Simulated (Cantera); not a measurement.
A perfectly stirred reactor is fed with H₂ : O₂ : N₂ = 1 : 0.806 : 3.03 (molar parts), equivalence ratio 0.62, at 5.00 bar; it is adiabatic with a 750 K inlet, and is followed from long to short residence time, starting on the burning branch (τ in s: 0.021, 0.011, 0.0054, 0.0027, 0.0014, 0.00069, 0.00035, 0.00018, 8.9e-05, 4.5e-05, 2.3e-05).

Detailed kinetics in Cantera: GRI-Mech 3.0 (53 species, 325 reactions). The hydrogen kinetics of GRI-Mech 3.0 are dated; newer H2 mechanisms differ, most at raised pressure.

x: mole fraction; the columns are a selection and need not sum to one.

```json
[
 {"τ (s)": "0.021", "T (K)": "2236", "x H₂": "0.000607", "x O₂": "0.0686", "x NO": "0.00159", "x H": "8.12e-5", "x H₂O₂": "5.04e-7"},
 {"τ (s)": "0.011", "T (K)": "2236", "x H₂": "0.000652", "x O₂": "0.0689", "x NO": "0.000948", "x H": "8.88e-5", "x H₂O₂": "5.11e-7"},
 {"τ (s)": "0.0054", "T (K)": "2235", "x H₂": "0.000742", "x O₂": "0.0691", "x NO": "0.000533", "x H": "0.000105", "x H₂O₂": "5.21e-7"},
 {"τ (s)": "0.0027", "T (K)": "2233", "x H₂": "0.000906", "x O₂": "0.0691", "x NO": "0.000317", "x H": "0.000136", "x H₂O₂": "5.39e-7"},
 {"τ (s)": "0.0014", "T (K)": "2227", "x H₂": "0.00118", "x O₂": "0.0691", "x NO": "0.000207", "x H": "0.000194", "x H₂O₂": "5.72e-7"},
 {"τ (s)": "0.00069", "T (K)": "2218", "x H₂": "0.00168", "x O₂": "0.0690", "x NO": "0.000141", "x H": "0.000321", "x H₂O₂": "___"},
 {"τ (s)": "0.00035", "T (K)": "2203", "x H₂": "0.00246", "x O₂": "0.0689", "x NO": "0.000103", "x H": "0.000565", "x H₂O₂": "___"},
 {"τ (s)": "0.00018", "T (K)": "2182", "x H₂": "0.00364", "x O₂": "0.0688", "x NO": "7.71e-5", "x H": "0.00102", "x H₂O₂": "___"},
 {"τ (s)": "8.9e-5", "T (K)": "2149", "x H₂": "0.00548", "x O₂": "0.0688", "x NO": "5.81e-5", "x H": "0.00191", "x H₂O₂": "___"},
 {"τ (s)": "4.5e-5", "T (K)": "2103", "x H₂": "0.00802", "x O₂": "0.0691", "x NO": "4.66e-5", "x H": "0.00345", "x H₂O₂": "___"},
 {"τ (s)": "2.3e-5", "T (K)": "2041", "x H₂": "0.0114", "x O₂": "0.0699", "x NO": "4.02e-5", "x H": "0.00595", "x H₂O₂": "___"}
]
```

### Question
Fill in the missing entries.

### Answer

- 0.00069, x H₂O₂: 6.36e-7
- 0.00035, x H₂O₂: 7.38e-7
- 0.00018, x H₂O₂: 8.83e-7
- 8.9e-5, x H₂O₂: 1.09e-6
- 4.5e-5, x H₂O₂: 1.37e-6
- 2.3e-5, x H₂O₂: 1.73e-6
